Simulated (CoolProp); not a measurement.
Vapour-liquid equilibrium of R125 (1) + R1234yf (2) at 254.1 K; x and y are mole fractions of (1).

Values from CoolProp's multi-fluid Helmholtz-energy mixture model, Lemmon 2005 and Lemmon 2022; pair parameters Bell 2023.

```csv
x,bubble pressure (bar),y at the bubble point,dew pressure at overall composition x (bar),liquid density (mol/L)
0.05,1.663,0.101,1.613,10.85
0.15,1.855,0.272,1.714,10.93
0.25,2.045,0.412,1.828,11.00
0.35,2.236,0.529,1.956,11.08
0.45,2.426,0.629,2.103,11.16
0.55,2.617,0.716,2.273,11.24
0.65,2.809,0.792,2.469,11.33
0.75,3.003,0.860,2.700,11.43
0.85,3.198,0.920,2.974,11.52
0.95,3.395,0.975,3.304,11.63
```

No azeotrope shows between x = 0.05 and 0.95.

The pair parameters rest on a limited set of measurements; away from them the model extrapolates.
